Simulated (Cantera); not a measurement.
# Hydrogen reduction and annealing atmospheres: NiS + H2 + N2

Feed: 1 mol NiS, 12 mol H2, 7.2 mol N2, equilibrated at 1300 K.

Method: chemical equilibrium by Gibbs-energy minimisation in Cantera with the NASA 1993 tables (ideal gas, pure condensed phases). Candidate condensed phases: Ni, NiS, NiS2, Ni3S2, Ni3S4, S; 17 gas species. Metal and sulfide melt together well below either melting point, which pure phases cannot show. Mutual solubility and eutectic melting of coexisting phases are not modelled. Kinetics and transport are ignored.

```tsv
P (Pa)	x H2	x N2	x H2S	x S2	x SH	x NH3	x H	n Ni(s)	n Ni3S2(l)
10	0.615	0.372	0.00547	0.00642	0.000407	3.65e-9	8.68e-5	0.0434	0.319
52	0.613	0.374	0.00949	0.00374	0.000310	1.89e-8	3.80e-5	0	0.333
270	0.610	0.374	0.0140	0.00158	0.000201	9.76e-8	1.66e-5	0	0.333
1400	0.608	0.375	0.0164	0.000421	0.000104	5.04e-7	7.29e-6	0	0.333
7200	0.608	0.375	0.0171	8.95e-5	4.78e-5	2.59e-6	3.21e-6	0	0.333
37000	0.608	0.375	0.0173	1.78e-5	2.13e-5	1.33e-5	1.42e-6	0	0.333
190000	0.608	0.375	0.0173	3.48e-6	9.42e-6	6.84e-5	6.26e-7	0	0.333
1000000	0.607	0.375	0.0174	6.63e-7	4.11e-6	0.000360	2.73e-7	0	0.333
```
x: gas mole fraction; n: condensed amount in mol.

At 0.000100 bar the condensed part is Ni(s) + Ni3S2(l). From 0.000520 bar to 10.0 bar the condensed part is Ni3S2(l).
